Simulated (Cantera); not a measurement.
# Equilibrium for silicon carbide growth: CH₃SiCl₃ + C₃H₈ + H₂ + C₂H₄

A closed system holds: 1 mol CH₃SiCl₃, 0.032 mol C₃H₈, 120 mol H₂, 0.035 mol C₂H₄, at 0.120 bar.

These are equilibrium values from Cantera (NASA tables, ideal gas, pure condensed phases), not measurements of a reactor. Candidate condensed phases: C, C₆H₆, C₇H₈, C₈H₁₈, Si, SiC; 109 gas species. The feed counts by its element totals alone. The tables' values for SiCl are old estimates; treat these amounts as uncertain. Gases not in the tables: Si₂H₆ and higher silanes. Rates play no part.

```
T (°C)   x H₂       x H   x HCl      x Si  n C(graphite)  n SiC(s)
------  -----  --------  ------  --------  -------------  --------
1200    0.975   3.61e-5  0.0243  2.99e-10          0.125     0.998
1275    0.975   8.78e-5  0.0243   2.31e-9          0.135     0.998
1350    0.975  0.000197  0.0243   1.48e-8          0.140     0.997
1425    0.975  0.000412  0.0243   8.03e-8          0.137     0.996
1500    0.975  0.000811  0.0242   3.77e-7          0.125     0.995
1575    0.974   0.00151  0.0242   1.56e-6          0.101     0.993
1650    0.973   0.00268  0.0241   5.76e-6         0.0592     0.991
1725    0.970   0.00456  0.0240   1.97e-5              0     0.986
1800    0.967   0.00747  0.0239   7.35e-5              0     0.971
1875    0.963    0.0118  0.0236  0.000239              0     0.935
1950    0.956    0.0181  0.0233  0.000671              0     0.851
2025    0.945    0.0269  0.0230   0.00163              0     0.670
2100    0.930    0.0389  0.0225   0.00356              0     0.296
```
x: gas mole fraction; n: condensed amount in mol.

From 1200 °C to 1650 °C the condensed part is C(graphite) + SiC(s). From 1725 °C to 2100 °C the condensed part is SiC(s). The main Si-bearing gas is SiCl₂ at 1200 °C and Si at 2100 °C.
